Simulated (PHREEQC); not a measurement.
PHREEQC input (ion-association model, wateq4f.dat):

```
SOLUTION_MASTER_SPECIES
  An  An-  0  An  62.0  # stands for a non-complexing anion
SOLUTION_SPECIES
  An- = An-
    -log_k 0
    -gamma 3.0 0
PHASES
  Fix_H+
    H+ = H+
    -log_k 0
SOLUTION 1
  temp 25
  units mmol/kgw
  pH 7 charge
  Cl 1.14
  Zn 0.57
  Na 5
  An 5
END
SELECTED_OUTPUT 1
  -reset false
  -pH true
  -pe true
  -ionic_strength true
  -water true
  -totals Cl Na Zn
  -molalities Hfo_wOH Hfo_wOH2+ Hfo_wO- Hfo_sOH Hfo_sOH2+ Hfo_sO- Hfo_sOZn+ Hfo_wOZn+
  -saturation_indices Zn(OH)2-e Zn5(OH)8Cl2 Halite
USER_PUNCH 1
  -headings sigma psi
  10 PUNCH EDL("sigma", "Hfo"), EDL("psi", "Hfo")
PRINT
  -reset false
USE solution 1
SURFACE 1
  Hfo_wOH 0.00121348 600 0.54
  Hfo_sOH 3.03371e-05
EQUILIBRIUM_PHASES 1
  Fix_H+ -4 HAn 10
    -force_equality true
  O2(g) -0.68 10
END
# ... the last block is repeated for the other 12 points of pH, with NaOH or the acid as the point needs
```

Selected output (columns that matter, 13 of 13 rows; pH added in front):

```
pH	mu	Na	Zn	m_Hfo_wOH	m_Hfo_wOH2+	m_Hfo_wO-	m_Hfo_sOH	m_Hfo_sOH2+	m_Hfo_sO-	si_Zn(OH)2-e	si_Zn5(OH)8Cl2	si_Halite	sigma	psi
4	0.007148	0.005	0.00056966	0.00054299	0.00066024	1.023e-05	1.3427e-05	1.6326e-05	2.5297e-07	-6.8934	-29.432	-6.9041	0.19848	0.1896
4.5	0.0069768	0.005	0.00056758	0.00069692	0.00049393	2.2527e-05	1.6097e-05	1.1408e-05	5.2031e-07	-5.8934	-25.432	-6.9032	0.14435	0.17389
5	0.0068514	0.005	0.00055789	0.00080844	0.00036304	4.1243e-05	1.2657e-05	5.6838e-06	6.457e-07	-4.8998	-21.463	-6.9026	0.10094	0.15604
5.5	0.0067358	0.005	0.00054006	0.00087656	0.00026515	6.6385e-05	4.1907e-06	1.2677e-06	3.1738e-07	-3.9129	-17.528	-6.902	0.068397	0.13661
6	0.0065901	0.005	0.00050523	0.00089355	0.00018631	9.8177e-05	7.7381e-07	1.6134e-07	8.502e-08	-2.9408	-13.666	-6.9012	0.045558	0.11659
6.5	0.006477	0.0052364	0.00039607	0.00081528	9.6376e-05	0.000158	1.7869e-07	2.1123e-08	3.4628e-08	-2.0463	-10.193	-6.8805	0.033442	0.10159
7	0.006333	0.0055644	0.00024273	0.00061663	3.2597e-05	0.00026722	6.5737e-08	3.4751e-09	2.8487e-08	-1.2606	-7.2635	-6.8533	0.027582	0.092688
7.5	0.0062173	0.00583	0.00011986	0.00040022	9.5605e-06	0.00038382	3.0221e-08	7.2192e-10	2.8982e-08	-0.5776	-4.8477	-6.8323	0.022589	0.083518
8	0.0061533	0.0059973	4.8715e-05	0.00025239	3.1252e-06	0.00046695	1.6305e-08	2.0189e-10	3.0165e-08	-0.024	-3.0794	-6.8196	0.0171	0.070821
8.5	0.0061341	0.0060845	2.0761e-05	0.00017966	1.4403e-06	0.00051342	1.0983e-08	8.8044e-11	3.1385e-08	0.3365	-2.2768	-6.8132	0.011085	0.052413
9	0.0061432	0.0061287	1.5614e-05	0.00015107	9.7306e-07	0.00053733	9.1445e-09	5.8899e-11	3.2524e-08	0.5111	-2.4038	-6.8101	0.005357	0.028457
9.5	0.006174	0.0061724	1.6877e-05	0.00013724	7.8085e-07	0.00055261	8.3274e-09	4.7378e-11	3.353e-08	0.6056	-2.9314	-6.8072	0.0003708	0.0020662
10	0.0062574	0.006265	1.9992e-05	0.00012682	6.5066e-07	0.00056628	7.741e-09	3.9715e-11	3.4565e-08	0.6822	-3.5487	-6.8012	-0.0046663	-0.024855
```

Along this series the solution becomes supersaturated in solids that the run did not let form, among them Zn(OH)2-e.
